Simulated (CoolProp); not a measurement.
R134a along the isobar 5.7 bar: density (kg/m³) from the reference equation and from simpler models built on Tc = 101.1 °C, pc = 40.59 bar, ω = 0.327; each cubic takes its own stable root.

Model: reference Helmholtz-energy equation of state, Tillner-Roth 1994, in CoolProp.

| T (°C) | phase | reference |
|---|---|---|
| 97.05 | gas | 19.96 |
| 102.75 | gas | 19.60 |
| 108.35 | gas | 19.26 |
| 114.05 | gas | 18.92 |
| 119.65 | gas | 18.60 |
| 125.35 | gas | 18.29 |
| 130.95 | gas | 18.00 |
| 136.65 | gas | 17.71 |
| 142.25 | gas | 17.44 |
| 147.95 | gas | 17.17 |
| 153.55 | gas | 16.92 |
| 159.25 | gas | 16.67 |
| 164.85 | gas | 16.43 |
| 170.55 | gas | 16.20 |
| 176.15 | gas | 15.98 |
| 181.85 | gas | 15.76 |

Problem. How far does each simpler model (ideal gas, van der Waals, Redlich-Kwong, Soave-Redlich-Kwong, Peng-Robinson) lie from the reference over these 16 states: mean and median of the absolute difference, and the worst?

Solution. 
- ideal gas: mean 3.7 %, median 3.5 %, worst -5.4 % at 97.05 °C and 5.7 bar
- van der Waals: mean 0.3 %, median 0.2 %, worst -1.0 % at 97.05 °C and 5.7 bar
- Redlich-Kwong: mean 0.2 %, median 0.2 %, worst +0.3 % at 181.85 °C and 5.7 bar
- Soave-Redlich-Kwong: mean 0.1 %, median 0.1 %, worst -0.2 % at 97.05 °C and 5.7 bar
- Peng-Robinson: mean 0.3 %, median 0.4 %, worst +0.4 % at 125.35 °C and 5.7 bar
